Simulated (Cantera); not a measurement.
Input (Python, Cantera) and output of one run.

```python
import numpy as np
import cantera as ct

gas_names = """
    C CN CO CO2 C2 CCN CNC C2N2 C2O C3 C3O2 C4 C4N2 C5 Mg MgN MgO Mg2 N NCO NO NO2 NO3 N2 N2O O O2 O3
""".split()
cond_names = """
    C(gr) Mg(cr) Mg(L) MgCO3(s) MgO(s) MgO(L)
""".split()


# ... load() reads the species with a 1 bar reference pressure and builds the phases ...
atoms = {
    'MgCO3': {'Mg': 1, 'C': 1, 'O': 3},
    'O2': {'O': 2},
    'N2': {'N': 2},
}
top_T = {'C(gr)': 4500}  # K; cautious upper limits of use, not melting points


# ... equilibrate(T, P, feed) seeds the gas with the atoms and calls Mixture.equilibrate('TP', solver="vcs", rtol=1e-11, max_steps=5000) ...
results = []
feed = {'MgCO3': 1, 'O2': 0.23, 'N2': 2.8}  # mol
P = 3300  # Pa
for T in [1000, 1075, 1150, 1225, 1300, 1375, 1450, 1525, 1600, 1675, 1750, 1825, 1900]:
    mix = equilibrate(T, P, feed)
    results.append((T, P, feed, dict(zip(mix.species_names, mix.species_moles))))
    x = sorted(zip(gas.X, gas.species_names), reverse=True)
    print(f"T = {T:g} K  P = {P:g} Pa  gas = {mix.phase_moles(0):.4g} mol")
    print("   x: " + "  ".join(f"{s} {v:.3e}" for v, s in x if v > 1e-05))
    print("   condensed (mol): " + ("  ".join(f"{mix.phase(i).name} {mix.phase_moles(i):.4g}"
          for i in range(1, mix.n_phases) if mix.phase_moles(i) > 1e-12) or "none"))
```

It prints:

```
T = 1000 K  P = 3300 Pa  gas = 4.03 mol
   x: N2 6.948e-01  CO2 2.481e-01  O2 5.706e-02  NO 1.531e-05
   condensed (mol): MgO(s) 1
T = 1075 K  P = 3300 Pa  gas = 4.03 mol
   x: N2 6.948e-01  CO2 2.481e-01  O2 5.706e-02  NO 3.297e-05
   condensed (mol): MgO(s) 1
T = 1150 K  P = 3300 Pa  gas = 4.03 mol
   x: N2 6.948e-01  CO2 2.481e-01  O2 5.704e-02  NO 6.425e-05
   condensed (mol): MgO(s) 1
T = 1225 K  P = 3300 Pa  gas = 4.03 mol
   x: N2 6.947e-01  CO2 2.481e-01  O2 5.701e-02  NO 1.154e-04
   condensed (mol): MgO(s) 1
T = 1300 K  P = 3300 Pa  gas = 4.03 mol
   x: N2 6.947e-01  CO2 2.481e-01  O2 5.698e-02  NO 1.936e-04
   condensed (mol): MgO(s) 1
T = 1375 K  P = 3300 Pa  gas = 4.03 mol
   x: N2 6.946e-01  CO2 2.481e-01  O2 5.692e-02  NO 3.070e-04
   condensed (mol): MgO(s) 1
T = 1450 K  P = 3300 Pa  gas = 4.03 mol
   x: N2 6.946e-01  CO2 2.481e-01  O2 5.684e-02  NO 4.641e-04  CO 1.291e-05
   condensed (mol): MgO(s) 1
T = 1525 K  P = 3300 Pa  gas = 4.03 mol
   x: N2 6.944e-01  CO2 2.481e-01  O2 5.675e-02  NO 6.735e-04  CO 4.057e-05
   condensed (mol): MgO(s) 1
T = 1600 K  P = 3300 Pa  gas = 4.03 mol
   x: N2 6.943e-01  CO2 2.480e-01  O2 5.664e-02  NO 9.435e-04  CO 1.144e-04  O 1.900e-05
   condensed (mol): MgO(s) 1
T = 1675 K  P = 3300 Pa  gas = 4.031 mol
   x: N2 6.940e-01  CO2 2.478e-01  O2 5.654e-02  NO 1.283e-03  CO 2.932e-04  O 4.472e-05
   condensed (mol): MgO(s) 1
T = 1750 K  P = 3300 Pa  gas = 4.032 mol
   x: N2 6.937e-01  CO2 2.473e-01  O2 5.650e-02  NO 1.698e-03  CO 6.919e-04  O 9.788e-05
   condensed (mol): MgO(s) 1
T = 1825 K  P = 3300 Pa  gas = 4.033 mol
   x: N2 6.931e-01  CO2 2.464e-01  O2 5.658e-02  NO 2.200e-03  CO 1.515e-03  O 2.012e-04
   condensed (mol): MgO(s) 1
T = 1900 K  P = 3300 Pa  gas = 4.037 mol
   x: N2 6.922e-01  CO2 2.446e-01  O2 5.692e-02  CO 3.094e-03  NO 2.798e-03  O 3.918e-04
   condensed (mol): MgO(s) 1
```

Equilibrium computed with Cantera from the NASA thermochemical tables; the gas is ideal and each condensed phase is pure.
